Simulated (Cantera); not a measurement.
## trisilylamine + N2 (silicon nitride deposition)

Feed: 1 mol trisilylamine, 7 mol N2, held at 13.3 mbar.

These are equilibrium values from Cantera (NASA tables, ideal gas, pure condensed phases), not measurements of a reactor. Candidate condensed phases: Si, Si3N4; 18 gas species. The feed counts by its element totals alone. The tables' values for SiN are old estimates; treat these amounts as uncertain. Gases not in the tables: Si2H6 and higher silanes. Rates play no part.

```json
[
 {"T (K)": "750", "log p N2": "-2.13", "log p H2": "-2.22", "log p H": "-13.61", "log p Si": "<-13", "log p SiH": "<-13", "log p Si2N": "<-13", "log p SiN": "<-13", "log p SiH2": "<-13", "n Si3N4(s)": "1.00", "n Si(l)": "0"},
 {"T (K)": "950", "log p N2": "-2.13", "log p H2": "-2.22", "log p H": "-10.37", "log p Si": "<-13", "log p SiH": "<-13", "log p Si2N": "<-13", "log p SiN": "<-13", "log p SiH2": "<-13", "n Si3N4(s)": "1.00", "n Si(l)": "0"},
 {"T (K)": "1150", "log p N2": "-2.13", "log p H2": "-2.22", "log p H": "-8.24", "log p Si": "<-13", "log p SiH": "<-13", "log p Si2N": "<-13", "log p SiN": "<-13", "log p SiH2": "<-13", "n Si3N4(s)": "1.00", "n Si(l)": "0"},
 {"T (K)": "1350", "log p N2": "-2.13", "log p H2": "-2.22", "log p H": "-6.73", "log p Si": "-12.11", "log p SiH": "-12.42", "log p Si2N": "<-13", "log p SiN": "-12.76", "log p SiH2": "-11.39", "n Si3N4(s)": "1.00", "n Si(l)": "0"},
 {"T (K)": "1550", "log p N2": "-2.13", "log p H2": "-2.22", "log p H": "-5.61", "log p Si": "-8.66", "log p SiH": "-9.35", "log p Si2N": "-10.69", "log p SiN": "-9.71", "log p SiH2": "-8.96", "n Si3N4(s)": "1.000", "n Si(l)": "0"},
 {"T (K)": "1750", "log p N2": "-2.14", "log p H2": "-2.22", "log p H": "-4.74", "log p Si": "-6.01", "log p SiH": "-7.00", "log p Si2N": "-7.33", "log p SiN": "-7.37", "log p SiH2": "-7.09", "n Si3N4(s)": "1.000", "n Si(l)": "0"},
 {"T (K)": "1950", "log p N2": "-2.08", "log p H2": "-2.31", "log p H": "-4.09", "log p Si": "-4.62", "log p SiH": "-5.89", "log p Si2N": "-6.06", "log p SiN": "-6.20", "log p SiH2": "-6.41", "n Si3N4(s)": "0", "n Si(l)": "2.97"}
]
```
log p: log10 of the partial pressure in bar; n: condensed amount in mol.

From 750 K to 1750 K the condensed part is Si3N4(s). At 1950 K the condensed part is Si(l).
